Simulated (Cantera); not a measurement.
Charge: 1 mol CH3SiH3, 0.41 mol C2H2, 1300 mol H2, at 1548 K and 0.0110 bar.

Cantera equilibrium calculation (NASA polynomials, part measured and part estimated; ideal gas, pure solids and liquids). Candidate condensed phases: C, C6H6, C7H8, C8H18, Si, SiC; 87 gas species. The feed counts by its element totals alone. Rates play no part.

Base state: H2 1.000, H 0.000294, CH4 2.26e-5, C2H2 (acetylene) 1.57e-5 (mole fractions); condensed: C(graphite) + SiC(s).

**Question.** What changes in the equilibrium state with this change: CH3SiH3 replaced by CH3SiCl3?

**Answer.** 
```json
[
 {"species": "H2", "before": "1.000", "after": "0.997"},
 {"species": "HCl", "before": "0", "after": "0.00230"},
 {"species": "H", "before": "0.000294", "after": "0.000293"},
 {"species": "CH4", "before": "2.26e-5", "after": "2.24e-5"},
 {"species": "C2H2 (acetylene)", "before": "1.57e-5", "after": "1.56e-5"},
 {"species": "C(graphite), mol", "before": "0.750", "after": "0.750"},
 {"species": "SiC(s), mol", "before": "1.000", "after": "1.000"}
]
```

**Question.** What changes in the equilibrium state with this change: temperature from 1548 K to 2198 K?

**Answer.** 
| species | before | after |
|---|---|---|
| H2 | 1.000 | 0.947 |
| H | 0.000294 | 0.0517 |
| Si | 2.52e-8 | 0.000684 |
| SiC2 | <1e-9 | 1.78e-5 |
| SiH | 7.01e-9 | 3.10e-5 |
| C2H2 (acetylene) | 1.57e-5 | 0.000656 |
| CH4 | 2.26e-5 | 1.36e-6 |
| C(graphite), mol | 0.750 | 0 |
| SiC(s), mol | 1.000 | 0 |

**Question.** What changes in the equilibrium state with this change: temperature from 1548 K to 2298.15 K?

**Answer.** 
| species | before | after |
|---|---|---|
| H2 | 1.000 | 0.911 |
| H | 0.000294 | 0.0872 |
| Si | 2.52e-8 | 0.000686 |
| SiC2 | <1e-9 | 1.56e-5 |
| SiH | 7.01e-9 | 2.53e-5 |
| C2H2 (acetylene) | 1.57e-5 | 0.000646 |
| CH4 | 2.26e-5 | 7.99e-7 |
| C(graphite), mol | 0.750 | 0 |
| SiC(s), mol | 1.000 | 0 |
